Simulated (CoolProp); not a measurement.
Saturated liquid density (kg/m³) of nitrous oxide: the reference equation beside estimates from Tc = 309.5 K, pc = 72.45 bar, ω = 0.161. Rackett uses Z = 0.29056 − 0.08775 ω.

The numbers come from the reference Helmholtz-energy equation of state, Lemmon 2006 in CoolProp. It is a short technical equation, of lower accuracy than the large ones.

| T (K) | reference | Rackett | van der Waals | Redlich-Kwong | Peng-Robinson |
|---|---|---|---|---|---|
| 192.3 | 1208 | 1188 | 752.5 | 1105 | 1269 |
| 196.8 | 1194 | 1175 | 744.6 | 1091 | 1255 |
| 201.3 | 1180 | 1162 | 736.5 | 1077 | 1241 |
| 205.8 | 1166 | 1149 | 728.2 | 1062 | 1226 |
| 210.3 | 1152 | 1135 | 719.7 | 1047 | 1210 |
| 214.8 | 1137 | 1121 | 710.9 | 1032 | 1194 |
| 219.3 | 1123 | 1107 | 701.9 | 1016 | 1177 |
| 223.8 | 1107 | 1093 | 692.7 | 999.5 | 1160 |
| 228.3 | 1092 | 1078 | 683.2 | 982.5 | 1142 |
| 232.8 | 1076 | 1063 | 673.4 | 964.9 | 1123 |
| 237.4 | 1059 | 1047 | 663.0 | 946.3 | 1102 |
| 241.9 | 1043 | 1031 | 652.5 | 927.4 | 1081 |
| 246.4 | 1025 | 1014 | 641.6 | 907.8 | 1060 |
| 250.9 | 1007 | 997.0 | 630.3 | 887.4 | 1037 |
| 255.4 | 988.7 | 979.2 | 618.5 | 866.2 | 1013 |

Absolute difference from the reference over all 15 rows, mean and median: Rackett 1.3 and 1.3 %, van der Waals 37.5 and 37.4 %, Redlich-Kwong 10.0 and 9.7 %, Peng-Robinson 4.4 and 4.8 %.
